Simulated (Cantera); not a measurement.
A Cantera script and its output.

```python
import numpy as np
import cantera as ct

gas = ct.Solution("gri30.yaml")
gas.TPX = 2173, 1500000, {'CH4': 1, 'CO2': 0.31}
inlet = ct.Reservoir(gas, clone=True)

reactor = ct.IdealGasConstPressureReactor(gas, energy="off", clone=False)
exhaust = ct.Reservoir(gas, clone=True)
tau = [29, 13, 5.6, 2.5, 1.1, 0.47, 0.21, 0.091, 0.04, 0.017, 0.0076][0]
for a, b in ((inlet, reactor), (reactor, exhaust)):
    ct.MassFlowController(a, b, mdot=lambda t: reactor.mass / tau)
net = ct.ReactorNet([reactor])
show = ['CH4', 'CO2', 'O2', 'O', 'CO', 'HCO', 'H2O2']

rows = []
print(f"{'tau/s':>10s}{'T/K':>9s}" + "".join(f"{s:>11s}" for s in show))
for tau in [29, 13, 5.6, 2.5, 1.1, 0.47, 0.21, 0.091, 0.04, 0.017, 0.0076]:
    net.initial_time = 0.0
    net.advance(30 * tau)
    before = gas.X
    net.advance(40 * tau)
    drift = np.max(np.abs(gas.X - before) / (gas.X + 1e-9))
    rows.append([gas.T, *gas[show].X, drift])
    print(f"{tau:10.3e}{gas.T:9.1f}" + "".join(f"{x:11.3e}" for x in gas[show].X))
```

Output:

```
     tau/s      T/K        CH4        CO2         O2          O         CO        HCO       H2O2
 2.900e+01   2173.0  1.506e-02  1.517e-06  4.911e-17  3.875e-12  2.409e-01  8.798e-07  1.690e-18
 1.300e+01   2173.0  1.506e-02  2.057e-06  7.194e-17  4.416e-12  2.409e-01  8.797e-07  2.761e-18
 5.600e+00   2173.0  1.507e-02  3.349e-06  1.437e-16  5.714e-12  2.409e-01  8.797e-07  6.389e-18
 2.500e+00   2173.0  1.508e-02  6.165e-06  3.832e-16  8.538e-12  2.408e-01  8.796e-07  1.948e-17
 1.100e+00   2173.0  1.512e-02  1.263e-05  1.366e-15  1.502e-11  2.408e-01  8.794e-07  7.644e-17
 4.700e-01   2173.0  1.520e-02  2.808e-05  6.145e-15  3.049e-11  2.407e-01  8.788e-07  3.639e-16
 2.100e-01   2173.0  1.538e-02  6.130e-05  2.801e-14  6.369e-11  2.404e-01  8.776e-07  1.704e-15
 9.100e-02   2173.0  1.580e-02  1.390e-04  1.404e-13  1.409e-10  2.398e-01  8.747e-07  8.648e-15
 4.000e-02   2173.0  1.669e-02  3.094e-04  6.836e-13  3.085e-10  2.385e-01  8.686e-07  4.231e-14
 1.700e-02   2173.0  1.863e-02  6.993e-04  3.403e-12  6.821e-10  2.356e-01  8.552e-07  2.108e-13
 7.600e-03   2173.0  2.209e-02  1.457e-03  1.410e-11  1.369e-09  2.300e-01  8.309e-07  8.720e-13
```

Model: GRI-Mech 3.0 (53 species, 325 reactions), integrated in Cantera. GRI-Mech 3.0 stops at C3 and has no aromatics, soot or wall deposition, so with more carbon than oxygen in the feed, carbon stays in small species such as C2H2 where larger ones or solid carbon would form. The pressure lies above the range GRI-Mech 3.0 was tuned for (to about 10 atm).
